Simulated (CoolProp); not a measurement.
Vapour-liquid equilibrium of n-pentane (1) + the fluoroketone C6F12O (FK-5-1-12) (2) at 0.183 MPa; x and y are mole fractions of (1).

Model: multi-fluid Helmholtz-energy mixture model, Thol 2019 and McLinden 2015; pair parameters Bell 2016, in CoolProp.

```
x     bubble temperature, mixture model (K)  bubble temperature, Raoult's law (K)  y, mixture model  y, Raoult's law
----  -------------------------------------  ------------------------------------  ----------------  ---------------
0.05                                  335.9                                 339.7             0.160            0.071
0.15                                  328.7                                 338.3             0.389            0.203
0.25                                  324.0                                 336.9             0.520            0.326
0.35                                  321.4                                 335.6             0.592            0.440
0.45                                  320.2                                 334.3             0.630            0.545
0.55                                  319.8                                 333.0             0.651            0.643
0.65                                  319.7                                 331.8             0.665            0.733
0.75                                  319.7                                 330.6             0.684            0.816
0.85                                  320.5                                 329.4             0.727            0.894
0.95                                  323.7                                 328.3             0.852            0.966
```

The largest gap from Raoult's law is -14.2 K in bubble temperature, at x = 0.35. y crosses x between x = 0.65 and 0.75: the model has an azeotrope there.

The pair parameters rest on a limited set of measurements; away from them the model extrapolates.
